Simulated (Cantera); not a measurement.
An adiabatic, constant-pressure homogeneous reactor starts with CH4 : CO : O2 : N2 = 1 : 0.72 : 4.29 : 16.1 (molar parts), equivalence ratio 0.55, at 1500 K and 3.26 atm. Integrator tolerance rtol = 1e-08.

Detailed kinetics in Cantera: GRI-Mech 3.0 (53 species, 325 reactions).

| quantity | before | after |
|---|---|---|
| time of steepest temperature rise | 0.358 ms | 0.358 ms |
| temperature at 0.100 s | 2532 K | 2452 K |
| equilibrium temperature | 2532 K | 2452 K |
| x(CH4) at 0.100 s | <1e-12 (gas-phase equilibrium <1e-12) | <1e-12 (gas-phase equilibrium <1e-12) |
| x(CO) at 0.100 s | 0.00612 (gas-phase equilibrium 0.00612) | 0.00292 (gas-phase equilibrium 0.00292) |
| x(O2) at 0.100 s | 0.0810 (gas-phase equilibrium 0.0810) | 0.0918 (gas-phase equilibrium 0.0918) |
| x(H2O2) at 0.100 s | 3.33e-7 (gas-phase equilibrium 3.33e-7) | 3.07e-7 (gas-phase equilibrium 3.07e-7) |
| x(HO2) at 0.100 s | 9.46e-6 (gas-phase equilibrium 9.46e-6) | 8.56e-6 (gas-phase equilibrium 8.56e-6) |
| x(C2H4) at 0.100 s | <1e-12 (gas-phase equilibrium <1e-12) | <1e-12 (gas-phase equilibrium <1e-12) |

### Question
What was changed between the two runs?
A. initial temperature 1500 to 1525 K
B. initial temperature 1500 to 1600 K
C. pressure from 3.26 atm to 6.12 atm
D. CO 0.72 to 0.28 parts

### Answer
D, CO 0.72 to 0.28 parts
